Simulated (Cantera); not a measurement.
Input (Python, Cantera) and output of one run.

```python
import numpy as np
import cantera as ct

gas_names = """
    N NO NO2 NO3 N2 N2O O O2 O3 Pb PbO Pb2
""".split()
cond_names = """
    Pb(cr) Pb(L) PbO(rd) PbO(yw) PbO(L) PbO2(s) Pb3O4(s)
""".split()


# ... load() reads the species with a 1 bar reference pressure and builds the phases ...
atoms = {
    'Pb': {'Pb': 1},
    'O2': {'O': 2},
    'N2': {'N': 2},
}
top_T = {'Pb3O4(s)': 820}  # K; cautious upper limits of use, not melting points


# ... equilibrate(T, P, feed) seeds the gas with the atoms and calls Mixture.equilibrate('TP', solver="vcs", rtol=1e-11, max_steps=5000) ...
results = []
T = 2048  # K
P = 190000  # Pa
for m in [2, 3.6, 6.4, 11, 20, 37, 66, 120, 210]:
    feed = {'Pb': 1, 'O2': 0.0027, 'N2': m}  # mol
    mix = equilibrate(T, P, feed)
    results.append((T, P, feed, dict(zip(mix.species_names, mix.species_moles))))

top = {s: max(r[3][s] / sum(r[3][g] for g in gas_names) for r in results) for s in gas_names}
cols = sorted((s for s in top if top[s] > 0.001), key=lambda s: -top[s])[:7]
seen = [c for c in cond_names if any(r[3].get(c, 0) > 1e-12 for r in results)]
print("log10 of partial pressures in bar; condensed amounts in mol")
print(f"{'n(N2)':>10s}" + "".join(f"{s[:9]:>10s}" for s in cols + seen))
for T, P, feed, n in results:
    ng = sum(n[g] for g in gas_names)
    print(f"{feed['N2']:10.4g}" + "".join(f"{np.log10(max(n[s] / ng * P / 1e5, 1e-99)):10.3f}" for s in cols)
          + "".join(f"{n.get(c, 0):10.4g}" for c in seen))
```

Output:

```
log10 of partial pressures in bar; condensed amounts in mol
     n(N2)        N2        Pb       PbO
         2     0.103    -0.203    -2.467
       3.6     0.172    -0.388    -2.654
       6.4     0.216    -0.594    -2.862
        11     0.241    -0.803    -3.074
        20     0.258    -1.046    -3.322
        37     0.267    -1.303    -3.589
        66     0.272    -1.550    -3.850
       120     0.275    -1.806    -4.133
       210     0.277    -2.047    -4.415
```

These are equilibrium values from Cantera (NASA tables, ideal gas, pure condensed phases), not measurements of a reactor. Gases not in the tables: (PbO)n polymers.
